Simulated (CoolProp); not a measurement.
Vapour-liquid equilibrium of n-pentane (1) + cyclohexane (2) at 85.15 °C; x and y are mole fractions of (1).

The numbers come from the multi-fluid Helmholtz-energy mixture model, Thol 2019 and Zhou 2014; pair parameters Bell 2016 in CoolProp.

| x | bubble pressure (MPa) | y at the bubble point | dew pressure at overall composition x (MPa) | liquid density (mol/L) |
|---|---|---|---|---|
| 0.05 | 0.1328 | 0.167 | 0.1202 | 8.460 |
| 0.2 | 0.1817 | 0.474 | 0.1368 | 8.354 |
| 0.35 | 0.2274 | 0.647 | 0.1583 | 8.244 |
| 0.5 | 0.2714 | 0.764 | 0.1874 | 8.129 |
| 0.65 | 0.3148 | 0.851 | 0.2282 | 8.009 |
| 0.8 | 0.3584 | 0.921 | 0.2881 | 7.882 |
| 0.95 | 0.4032 | 0.982 | 0.3788 | 7.748 |

No azeotrope shows between x = 0.05 and 0.95.

Pair parameters are fitted to limited data, so mixtures are less certain than the pure fluids.
